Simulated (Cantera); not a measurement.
**Low-pressure radical oxidation in H2/O2**

An isothermal, constant-pressure homogeneous reactor starts with H₂ : O₂ = 0.0057 : 1.3 (molar parts), at 1325 K and 0.0120 bar.

Detailed kinetics in Cantera: the H2/O2 subset of GRI-Mech 3.0, which has no nitrogen chemistry. Radical loss at walls, strong at low pressure, is not modelled.

```json
[
 {"t (s)": "9.00e-6", "x H₂": "0.00437", "x O₂": "0.996", "x H₂O₂": "<1e-12", "x O": "3.98e-11", "x OH": "3.97e-11", "x HO₂": "2.75e-10"},
 {"t (s)": "4.19e-5", "x H₂": "0.00437", "x O₂": "0.996", "x H₂O₂": "<1e-12", "x O": "6.18e-10", "x OH": "6.13e-10", "x HO₂": "1.28e-9"},
 {"t (s)": "0.000195", "x H₂": "0.00437", "x O₂": "0.996", "x H₂O₂": "<1e-12", "x O": "5.52e-9", "x OH": "5.29e-9", "x HO₂": "5.97e-9"},
 {"t (s)": "0.000911", "x H₂": "0.00437", "x O₂": "0.996", "x H₂O₂": "9.91e-12", "x O": "4.70e-8", "x OH": "4.06e-8", "x HO₂": "2.78e-8"},
 {"t (s)": "0.00424", "x H₂": "0.00436", "x O₂": "0.996", "x H₂O₂": "1.59e-10", "x O": "3.03e-6", "x OH": "2.41e-6", "x HO₂": "1.31e-7"},
 {"t (s)": "0.0198", "x H₂": "1.86e-5", "x O₂": "0.991", "x H₂O₂": "5.89e-9", "x O": "0.00390", "x OH": "0.000543", "x HO₂": "2.37e-7"},
 {"t (s)": "0.0921", "x H₂": "7.39e-6", "x O₂": "0.992", "x H₂O₂": "4.91e-9", "x O": "0.00364", "x OH": "0.000479", "x HO₂": "2.11e-7"},
 {"t (s)": "0.429", "x H₂": "5.35e-6", "x O₂": "0.993", "x H₂O₂": "4.43e-9", "x O": "0.00261", "x OH": "0.000408", "x HO₂": "1.78e-7"},
 {"t (s)": "2.00", "x H₂": "1.85e-6", "x O₂": "0.995", "x H₂O₂": "2.84e-9", "x O": "0.000883", "x OH": "0.000240", "x HO₂": "9.66e-8"}
]
```
x: mole fraction; the columns are a selection and need not sum to one.

Equilibrium at this temperature and pressure: H₂ 5.40e-9, O₂ 0.996, H₂O₂ 3.16e-11, O 2.53e-6, OH 1.30e-5, HO₂ 1.05e-8 (gas phase only).
